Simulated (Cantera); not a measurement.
Input (Python, Cantera):

```python
import numpy as np
import cantera as ct

gas = ct.Solution("gri30.yaml")
gas.TPX = 1400, 1333, {'H2': 0.056, 'O2': 1}
reactor = ct.IdealGasConstPressureReactor(gas, energy="off", clone=False)
net = ct.ReactorNet([reactor])
net.rtol, net.atol = 1e-08, 1e-18
show = ['H2', 'O2', 'H', 'O', 'OH', 'H2O2']
times = np.geomspace(0.0006, 10, 11)

steps = ct.SolutionArray(gas, extra=["t"])
rows = []
print(f"{'t/s':>10s}{'T/K':>9s}{'P/Pa':>11s}" + "".join(f"{s:>11s}" for s in show))
for t in times:
    while net.time < t:
        t_next = net.step()
        steps.append(gas.state, t=t_next)
    rows.append([np.interp(t, steps.t, y) for y in (steps.T, steps.P, *steps(*show).X.T)])
    print(f"{t:10.3e}{rows[-1][0]:9.1f}{rows[-1][1]:11.4g}" + "".join(f"{x:11.3e}" for x in rows[-1][2:]))
rate = np.gradient(steps.T, steps.t)
print("integrator steps:", len(steps.t))
if steps.T.max() > steps.T[0] + 200:
    print(f"time of steepest temperature rise: {steps.t[rate.argmax()]:.4e} s")
gas.TPX = 1400, 1333, {'H2': 0.056, 'O2': 1}
gas.equilibrate("TP")
print(f"equilibrium (TP): T = {gas.T:.1f} K  " + "  ".join(f"{s} {gas[s].X[0]:.3e}" for s in show))
```

It prints:

```
       t/s      T/K       P/Pa         H2         O2          H          O         OH       H2O2
 6.000e-04   1400.0       1333  5.281e-02  9.468e-01  4.498e-05  1.084e-04  8.895e-05  3.481e-09
 1.586e-03   1400.0       1333  1.704e-03  9.033e-01  7.237e-03  3.632e-02  7.329e-03  7.147e-08
 4.193e-03   1400.0       1333  9.192e-04  9.033e-01  6.124e-03  3.749e-02  6.146e-03  5.548e-08
 1.108e-02   1400.0       1333  8.494e-04  9.069e-01  5.372e-03  3.428e-02  5.919e-03  5.487e-08
 2.930e-02   1400.0       1333  6.927e-04  9.146e-01  3.853e-03  2.735e-02  5.367e-03  5.284e-08
 7.746e-02   1400.0       1333  4.233e-04  9.269e-01  1.769e-03  1.617e-02  4.223e-03  4.638e-08
 2.048e-01   1400.0       1333  1.579e-04  9.384e-01  3.893e-04  5.864e-03  2.595e-03  3.225e-08
 5.413e-01   1400.0       1333  3.669e-05  9.436e-01  4.287e-05  1.343e-03  1.255e-03  1.621e-08
 1.431e+00   1400.0       1333  7.142e-06  9.450e-01  3.661e-06  2.599e-04  5.545e-04  6.389e-09
 3.783e+00   1400.0       1333  1.516e-06  9.453e-01  3.580e-07  5.510e-05  2.558e-04  2.296e-09
 1.000e+01   1400.0       1333  4.207e-07  9.454e-01  5.239e-08  1.529e-05  1.348e-04  9.653e-10
integrator steps: 1426
equilibrium (TP): T = 1400.0 K  H2 2.205e-07  O2 9.455e-01  H 1.992e-08  O 8.021e-06  OH 9.766e-05  H2O2 6.832e-10
```

Computed with Cantera and GRI-Mech 3.0 (53 species, 325 reactions). Radical loss at walls, strong at low pressure, is not modelled. The temperature is held fixed by assumption; the heat of reaction is taken as removed at once.
